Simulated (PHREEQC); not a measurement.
A solution holds 0.017 mol MgBr2 per kg of water, at 25 °C. Closed to the air; pH follows from the charge balance.

The numbers come from PHREEQC with the ion-association model, phreeqc.dat.

```json
[
 {"quantity": "pH", "before": "6.69", "after": "2.82"},
 {"quantity": "MgOH+ (mol/kgw)", "before": "1.76e-7", "after": "2.28e-11"}
]
```

Which change was made?
A) 0.00091 mol/kgw H2SO4 added
B) MgBr2 from 0.017 to 0.034 mol/kgw
C) temperature from 25 to 45 °C
D) temperature from 25 to 15 °C
E) MgBr2 from 0.017 to 0.0187 mol/kgw

A, 0.00091 mol/kgw H2SO4 added

This is a speciation only: nothing precipitates in the calculation.
